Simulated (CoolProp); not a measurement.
Aqueous potassium acetate as a coolant, at 2 °C, 1 atm.

The numbers come from the Melinder's fits for secondary coolants in CoolProp.

```tsv
mass %	freezing point (°C)	conductivity (W/(m K))	viscosity (mPa s)	density (kg/m³)	cp (kJ/(kg K))
5.7	-2.3	0.550	1.91	1034	3.962
9	-4.0	0.540	2.07	1050	3.839
12.3	-5.9	0.530	2.24	1067	3.726
15.6	-7.9	0.519	2.44	1083	3.620
18.8	-10.2	0.510	2.66	1101	3.522
22.1	-13.1	0.500	2.94	1119	3.423
25.4	-16.7	0.490	3.27	1138	3.326
28.7	-21.1	0.481	3.69	1157	3.231
32	-26.4	0.472	4.21	1177	3.136
35.3	-32.5	0.463	4.86	1196	3.042
```
